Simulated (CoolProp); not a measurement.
Vapour-liquid equilibrium of n-heptane (1) + n-dodecane (2) at 0.224 bar; x and y are mole fractions of (1).

Values from CoolProp's multi-fluid Helmholtz-energy mixture model, Span 2003 and Lemmon 2004; pair parameters Bell 2016.

Question: Give the bubble temperature and the first vapour's composition at x = 0.05, 0.35, 0.85. Is there an azeotrope?

Answer: x = 0.05: 139.1 °C, y = 0.554; x = 0.35: 82.4 °C, y = 0.975; x = 0.85: 58.3 °C, y = 0.998. No azeotrope shows between x = 0.05 and 0.95.

Pair parameters are fitted to limited data, so mixtures are less certain than the pure fluids. The gap from Raoult's law changes sign with composition, which may be real or a fault of the pair parameters; it wasn't checked against measurements.
